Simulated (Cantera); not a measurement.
Mixture: CO : H2 : CH4 : O2 : N2 = 1 : 0.21 : 1.3 : 4.22 : 15.9 (molar parts), equivalence ratio 0.76, at 750 Torr, adiabatic and at constant volume. Ignition delay is the time to a rise of 400 K.

Computed with Cantera and GRI-Mech 3.0 (53 species, 325 reactions).

Question: What does this change do: 0.5 parts H2O added?

Answer: 
| quantity | before | after |
|---|---|---|
| delay at 1198 K | 8.21 ms | 8.53 ms |
| delay at 1298 K | 2.85 ms | 2.99 ms |
| delay at 1398 K | 1.10 ms | 1.15 ms |
| delay at 1498 K | 0.485 ms | 0.503 ms |
| delay at 1598 K | 0.243 ms | 0.249 ms |
| delay at 1698 K | 0.133 ms | 0.134 ms |
| delay at 1798 K | 77.6 µs | 77.3 µs |
| apparent activation energy between 1598 and 1798 K | 140 kJ/mol | 140 kJ/mol |
